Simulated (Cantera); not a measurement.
Equilibrium for silicon epitaxy and polysilicon growth: SiH4 + HCl + H2

Input: 1 mol SiH4, 4.1 mol HCl, 580 mol H2, at 100000 Pa.

These are equilibrium values from Cantera (NASA tables, ideal gas, pure condensed phases), not measurements of a reactor. Candidate condensed phases: Si; 19 gas species. The tables' values for SiCl3 are old estimates; treat these amounts as uncertain. The numbers say what is thermodynamically allowed, not how fast it happens.

```
T (°C)   x H2    x HCl  x SiHCl3   x SiCl4  x SiH2Cl2  n Si(s)
------  -----  -------  --------  --------  ---------  -------
602     0.997  0.00141  0.000952  0.000615   0.000135        0
652     0.997  0.00166   0.00101  0.000463   0.000216        0
702     0.996  0.00239  0.000878  0.000369   0.000219    0.122
752     0.995  0.00338  0.000684  0.000270   0.000192    0.299
802     0.995  0.00443  0.000477  0.000171   0.000156    0.487
852     0.994  0.00534  0.000290   8.98e-5   0.000115    0.655
902     0.994  0.00599  0.000155   3.96e-5    7.78e-5    0.775
952     0.993  0.00636   7.63e-5   1.57e-5    4.97e-5    0.845
1002    0.993  0.00654   3.67e-5   5.99e-6    3.12e-5    0.881
1052    0.993  0.00662   1.79e-5   2.34e-6    1.98e-5    0.897
1102    0.993  0.00666   9.08e-6   9.54e-7    1.28e-5    0.904
1152    0.993  0.00668   4.78e-6   4.11e-7    8.49e-6    0.907
1202    0.993  0.00668   2.62e-6   1.86e-7    5.78e-6    0.907
```
x: gas mole fraction; n: condensed amount in mol.

From 602 °C to 652 °C nothing is condensed. From 702 °C to 1202 °C the condensed part is Si(s). The main Si-bearing gas is SiHCl3 at 602 °C and SiCl2 at 1202 °C.
